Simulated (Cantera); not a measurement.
## Equilibrium for oxide etching and cleaning by halides: B2O3 + HCl + N2

A closed system holds: 1 mol B2O3, 2 mol HCl, a varied amount of N2, at 1423 K and 0.0413 Torr.

These are equilibrium values from Cantera (NASA tables, ideal gas, pure condensed phases), not measurements of a reactor. Candidate condensed phases: B, BN, B2O3, B3O3H3, H2O, NH4Cl; 49 gas species. The tables' values for BOCl are old estimates; treat these amounts as uncertain. The numbers say what is thermodynamically allowed, not how fast it happens.

```csv
n(N2) (mol),x N2,x HCl,x B2O3,x HBO2,x BOCl,x Cl,x H2
12,0.799,0.120,0.0560,0.0105,0.0104,0.00260,0.00115
14,0.823,0.106,0.0494,0.00925,0.00917,0.00239,0.00106
17,0.849,0.0900,0.0420,0.00787,0.00779,0.00214,0.000949
20,0.869,0.0781,0.0366,0.00684,0.00676,0.00195,0.000863
23,0.884,0.0691,0.0323,0.00605,0.00598,0.00180,0.000794
27,0.899,0.0598,0.0280,0.00525,0.00518,0.00163,0.000720
31,0.911,0.0527,0.0247,0.00463,0.00456,0.00150,0.000661
37,0.924,0.0447,0.0210,0.00394,0.00387,0.00135,0.000592
43,0.934,0.0389,0.0183,0.00342,0.00336,0.00123,0.000538
50,0.943,0.0337,0.0159,0.00297,0.00291,0.00112,0.000488
59,0.951,0.0287,0.0136,0.00254,0.00248,0.00101,0.000439
69,0.958,0.0247,0.0117,0.00219,0.00214,0.000911,0.000396
81,0.964,0.0211,0.0100,0.00188,0.00183,0.000822,0.000356
```
x: gas mole fraction; nothing condenses.

From 12 mol N2 to 81 mol N2 nothing is condensed. The main B-bearing gas is B2O3 throughout.
